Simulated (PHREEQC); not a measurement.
Dissolve 22 mmol/kgw HF and 0.11 mmol/kgw NH3 at 14 °C and 500 atm. Closed to the air; pH follows from the charge balance.

Model: ion-association model, phreeqc.dat, run in PHREEQC.

This is a speciation only: nothing precipitates in the calculation.

Order these F species by the share of F that they hold, largest first: HF, HF2-, F-.

HF (77 %), F- (21 %), HF2- (2.0 %)

The pH is 2.36 and the ionic strength 0.00474 mol/kgw. Under pressure, the constants of complexes without a molar volume in the database are unreliable. Constants without temperature data keep their 25 °C values here.
